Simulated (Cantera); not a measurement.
Input (Python, Cantera) and output of one run.

```python
import numpy as np
import cantera as ct

gas_names = """
    Br Br2 N N2 Si SiBr SiBr2 SiBr3 SiBr4 SiN Si2 Si2N Si3
""".split()
cond_names = """
    Br2(cr) Br2(L) Si(cr) Si(L) Si3N4(a)
""".split()


def load(file, names, dense=False):
    # The tables refer to 1 bar. Condensed volumes are neglected.
    table = {s.name: s for s in ct.Species.list_from_file(file)}
    out = []
    for n in names:
        d = dict(table[n].input_data)
        d["thermo"] = dict(d["thermo"], **{"reference-pressure": 1e5})
        if dense:
            d["equation-of-state"] = {"model": "constant-volume", "density": "1e6 g/cm^3"}
        out.append(ct.Species.from_dict(d))
    return out


gas = ct.Solution(thermo="ideal-gas", species=load("nasa_gas.yaml", gas_names))
cond = {s.name: ct.Solution(thermo="fixed-stoichiometry", species=[s], name=s.name)
        for s in load("nasa_condensed.yaml", cond_names, dense=True)}
atoms = {
    'Si': {'Si': 1},
    'Br2': {'Br': 2},
    'N2': {'N': 2},
}
top_T = {'Si3N4(a)': 2400}  # K; cautious upper limits of use, not melting points


def equilibrate(T, P, feed):
    n = {}
    for name, mol in feed.items():
        for a, k in atoms[name].items():
            n[a] = n.get(a, 0.0) + k * mol
    gas.TPX = T, P, n
    mass = sum(n.values()) * gas.mean_molecular_weight
    gas.equilibrate("TP")
    valid = [c for c in cond.values() if c.min_temp <= T <= top_T.get(c.name, c.max_temp)]
    mix = ct.Mixture([(gas, mass / gas.mean_molecular_weight)] + [(c, 0.0) for c in valid])
    mix.T, mix.P = T, P
    mix.equilibrate("TP", solver="vcs", rtol=1e-11, max_steps=5000)
    return mix


results = []
feed = {'Si': 1, 'Br2': 1.9, 'N2': 2.6}  # mol
T = 1098.15  # K
for P in [1, 10, 100, 1000, 10000, 100000]:
    mix = equilibrate(T, P, feed)
    results.append((T, P, feed, dict(zip(mix.species_names, mix.species_moles))))
    x = sorted(zip(gas.X, gas.species_names), reverse=True)
    print(f"T = {T:g} K  P = {P:g} Pa  gas = {mix.phase_moles(0):.4g} mol")
    print("   x: " + "  ".join(f"{s} {v:.3e}" for v, s in x if v > 0.0001))
    print("   condensed (mol): " + ("  ".join(f"{mix.phase(i).name} {mix.phase_moles(i):.4g}"
          for i in range(1, mix.n_phases) if mix.phase_moles(i) > 1e-12) or "none"))
```

It prints:

```
T = 1098.15 K  P = 1 Pa  gas = 3.731 mol
   x: N2 6.969e-01  SiBr4 2.195e-01  SiBr2 4.011e-02  Br 3.496e-02  SiBr3 8.440e-03
   condensed (mol): none
T = 1098.15 K  P = 10 Pa  gas = 3.57 mol
   x: N2 7.220e-01  SiBr4 2.556e-01  SiBr2 1.031e-02  Br 7.440e-03  SiBr3 4.618e-03
   condensed (mol): Si3N4(a) 0.01138
T = 1098.15 K  P = 100 Pa  gas = 3.528 mol
   x: N2 7.280e-01  SiBr4 2.666e-01  Br 1.965e-03  SiBr3 1.824e-03  SiBr2 1.541e-03
   condensed (mol): Si3N4(a) 0.01581
T = 1098.15 K  P = 1000 Pa  gas = 3.519 mol
   x: N2 7.294e-01  SiBr4 2.692e-01  SiBr3 7.034e-04  Br 5.143e-04  SiBr2 2.272e-04
   condensed (mol): Si3N4(a) 0.01648
T = 1098.15 K  P = 10000 Pa  gas = 3.517 mol
   x: N2 7.297e-01  SiBr4 2.698e-01  SiBr3 2.700e-04  Br 1.343e-04
   condensed (mol): Si3N4(a) 0.01661
T = 1098.15 K  P = 100000 Pa  gas = 3.517 mol
   x: N2 7.298e-01  SiBr4 2.700e-01  SiBr3 1.035e-04
   condensed (mol): Si3N4(a) 0.01665
```

Cantera equilibrium calculation (NASA polynomials, part measured and part estimated; ideal gas, pure solids and liquids). N2 is the only nitrogen source here; it is nearly inert below about 1500 K, so the nitride shown seldom forms there in practice. The tables' values for SiBr3 are old estimates; treat these amounts as uncertain.
